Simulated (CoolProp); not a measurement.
The fluid at 293.15 K and 2.35 MPa is throttled through a valve to 0.127 MPa with no heat exchange. The same conditions are run with several fluids, on thermodynamics alone (safety and materials aside).

Values from CoolProp's reference Helmholtz-energy equation of state of each fluid (hydrogen chloride: Thol 2018; methane: Setzmann 1991; ethylene: Smukala 2000; dry air: Lemmon 2000; CF4 (R14): Platzer 1990). The equations of Platzer and Polt are older, rougher fits. Blends and air are pseudo-pure fits.

```csv
fluid,temperature change (K),final density (kg/m³)
hydrogen chloride,-42.4,2.25
methane,-10.3,0.869
ethylene,-27.8,1.63
dry air,-5.1,1.54
CF4 (R14),-13.5,4.83
```
